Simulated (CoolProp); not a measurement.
The numbers come from the reference Helmholtz-energy equation of state, Guder 2009 in CoolProp.

**Question.** For sulfur hexafluoride, give the phase and the conductivity (mW/(m K)) at 41.75 °C and 1.01 bar; 102.15 °C and 1.01 bar; 114.25 °C and 1.01 bar.

**Answer.** 
- 41.75 °C and 1.01 bar: gas; conductivity 14.2
- 102.15 °C and 1.01 bar: gas; conductivity 18.8
- 114.25 °C and 1.01 bar: gas; conductivity 19.7

Thermal conductivity comes from a separate model (Assael 2012).
